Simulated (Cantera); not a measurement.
Feed: 1 mol Si, 2.1 mol CO₂, 67 mol CO, equilibrated at 29.0 bar.

Method: chemical equilibrium by Gibbs-energy minimisation in Cantera with the NASA 1993 tables (ideal gas, pure condensed phases). Candidate condensed phases: C, Si, SiC, SiO₂; 20 gas species. The tables hold silica as quartz up to 1696 K and as liquid above; real silica turns to tridymite and cristobalite and melts near 1996 K. Kinetics and transport are ignored. All values below are at 1000 °C.

Base state: CO 0.850, CO₂ 0.150 (mole fractions); condensed: C(graphite) + SiO₂(β-quartz).

Problem. What changes in the equilibrium state with this change: Si replaced by Fe?

Solution. 
```csv
species,before,after
CO,0.850,0.850
CO₂,0.150,0.150
"C(graphite), mol",8.95,7.21
"SiO₂(β-quartz), mol",1.00,0
"Fe(γ), mol",0,1.00
```
Condensed phases not in the tables: cementite and carbon dissolved in iron. Further candidate phases: Fe, Fe(CO)₅, FeO, Fe₂O₃, Fe₃O₄.
